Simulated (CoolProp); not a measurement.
Vapour-liquid equilibrium of ethanol (1) + n-heptane (2) at 103.05 °C; x and y are mole fractions of (1).

Values from CoolProp's multi-fluid Helmholtz-energy mixture model, Schroeder 2014 and Span 2003; pair parameters Bell 2016.

```json
[
 {"x": "0.05", "bubble pressure, mixture model (MPa)": "…", "bubble pressure, Raoult's law (MPa)": "0.1226", "y, mixture model": "0.342", "y, Raoult's law": "0.101"},
 {"x": "0.15", "bubble pressure, mixture model (MPa)": "…", "bubble pressure, Raoult's law (MPa)": "0.1359", "y, mixture model": "…", "y, Raoult's law": "0.274"},
 {"x": "0.25", "bubble pressure, mixture model (MPa)": "0.2604", "bubble pressure, Raoult's law (MPa)": "0.1492", "y, mixture model": "0.600", "y, Raoult's law": "0.417"},
 {"x": "0.35", "bubble pressure, mixture model (MPa)": "0.2709", "bubble pressure, Raoult's law (MPa)": "0.1624", "y, mixture model": "…", "y, Raoult's law": "0.536"},
 {"x": "0.45", "bubble pressure, mixture model (MPa)": "…", "bubble pressure, Raoult's law (MPa)": "0.1757", "y, mixture model": "0.643", "y, Raoult's law": "0.637"},
 {"x": "0.55", "bubble pressure, mixture model (MPa)": "0.2789", "bubble pressure, Raoult's law (MPa)": "0.1890", "y, mixture model": "0.659", "y, Raoult's law": "0.724"},
 {"x": "0.65", "bubble pressure, mixture model (MPa)": "0.2811", "bubble pressure, Raoult's law (MPa)": "0.2022", "y, mixture model": "…", "y, Raoult's law": "0.799"},
 {"x": "0.75", "bubble pressure, mixture model (MPa)": "0.2809", "bubble pressure, Raoult's law (MPa)": "0.2155", "y, mixture model": "0.722", "y, Raoult's law": "0.865"},
 {"x": "0.85", "bubble pressure, mixture model (MPa)": "…", "bubble pressure, Raoult's law (MPa)": "0.2288", "y, mixture model": "…", "y, Raoult's law": "0.924"},
 {"x": "0.95", "bubble pressure, mixture model (MPa)": "0.2607", "bubble pressure, Raoult's law (MPa)": "0.2420", "y, mixture model": "0.911", "y, Raoult's law": "0.976"}
]
```

Complete the blanks.


- 0.05, bubble pressure, mixture model (MPa): 0.1728
- 0.15, bubble pressure, mixture model (MPa): 0.2347
- 0.15, y, mixture model: 0.538
- 0.35, y, mixture model: 0.627
- 0.45, bubble pressure, mixture model (MPa): 0.2758
- 0.65, y, mixture model: 0.682
- 0.85, bubble pressure, mixture model (MPa): 0.2755
- 0.85, y, mixture model: 0.792

The largest gap from Raoult's law is +74.5 % in bubble pressure, at x = 0.25. y crosses x between x = 0.65 and 0.75: the model has an azeotrope there.

The pair parameters rest on a limited set of measurements; away from them the model extrapolates. With so large a gap from Raoult's law the liquid may split in two, which this calculation doesn't test in full.
